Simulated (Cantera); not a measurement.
Input (Python, Cantera) and output of one run.

```python
import numpy as np
import cantera as ct

gas_names = [...]  # 58 gases of nasa_gas.yaml made of F, H, N, O, Si
cond_names = """
    H2O(s) H2O(L) Si(cr) Si(L) SiO2(Lqz) SiO2(hqz) SiO2(L) Si2N2O(s) Si3N4(a)
""".split()


# ... load() reads the species with a 1 bar reference pressure and builds the phases ...
atoms = {
    'Si3N4': {'Si': 3, 'N': 4},
    'N2O': {'N': 2, 'O': 1},
    'N2': {'N': 2},
    'HF': {'H': 1, 'F': 1},
}
top_T = {'Si2N2O(s)': 2100, 'Si3N4(a)': 2400}  # K; cautious upper limits of use, not melting points


# ... equilibrate(T, P, feed) seeds the gas with the atoms and calls Mixture.equilibrate('TP', solver="vcs", rtol=1e-11, max_steps=5000) ...
results = []
feed = {'Si3N4': 1, 'N2O': 4.4, 'N2': 400, 'HF': 0.072}  # mol
P = 6100  # Pa
for T in [1550, 1575, 1600, 1625, 1650, 1675, 1700, 1725, 1750, 1775, 1800]:
    mix = equilibrate(T, P, feed)
    results.append((T, P, feed, dict(zip(mix.species_names, mix.species_moles))))

top = {s: max(r[3][s] / sum(r[3][g] for g in gas_names) for r in results) for s in gas_names}
cols = sorted((s for s in top if top[s] > 1e-06), key=lambda s: -top[s])[:9]
seen = [c for c in cond_names if any(r[3].get(c, 0) > 1e-12 for r in results)]
print("log10 of partial pressures in bar; condensed amounts in mol")
print(f"{'T/K':>10s}" + "".join(f"{s[:9]:>10s}" for s in cols + seen))
for T, P, feed, n in results:
    ng = sum(n[g] for g in gas_names)
    print(f"{T:10.4g}" + "".join(f"{np.log10(max(n[s] / ng * P / 1e5, 1e-99)):10.3f}" for s in cols)
          + "".join(f"{n.get(c, 0):10.4g}" for c in seen))
```

Output:

```
log10 of partial pressures in bar; condensed amounts in mol
       T/K        N2       SiO        HF        H2      SiF4      SiF3      SiF2         H SiO2(hqz)   SiO2(L) Si2N2O(s)
      1550    -1.215    -4.685    -5.556    -5.400    -5.838    -6.192    -6.827    -7.202     1.892         0    0.4775
      1575    -1.215    -4.417    -5.545    -5.405    -5.884    -6.118    -6.652    -7.084     1.854         0    0.4383
      1600    -1.215    -4.158    -5.537    -5.410    -5.939    -6.055    -6.488    -6.969     1.784         0    0.3686
      1625    -1.216    -3.908    -5.532    -5.414    -6.005    -6.004    -6.335    -6.858     1.664         0    0.2473
      1650    -1.216    -3.664    -5.531    -5.418    -6.085    -5.965    -6.195    -6.751     1.456         0    0.0393
      1675    -1.216    -3.630    -5.440    -5.461    -6.126    -6.001    -6.242    -6.666     1.416         0         0
      1700    -1.216    -3.629    -5.348    -5.522    -6.172    -6.058    -6.323    -6.593         0     1.414         0
      1725    -1.216    -3.628    -5.269    -5.596    -6.233    -6.123    -6.408    -6.529         0     1.412         0
      1750    -1.216    -3.627    -5.204    -5.682    -6.307    -6.198    -6.497    -6.474         0      1.41         0
      1775    -1.216    -3.626    -5.152    -5.780    -6.392    -6.280    -6.591    -6.428         0     1.408         0
      1800    -1.216    -3.625    -5.110    -5.890    -6.484    -6.368    -6.687    -6.391         0     1.406         0
```

Equilibrium computed with Cantera from the NASA thermochemical tables; the gas is ideal and each condensed phase is pure. Mutual solubility and eutectic melting of coexisting phases are not modelled. The tables' values for SiF3, SiF2 are old estimates; treat these amounts as uncertain. The tables hold silica as quartz up to 1696 K and as liquid above; real silica turns to tridymite and cristobalite and melts near 1996 K.
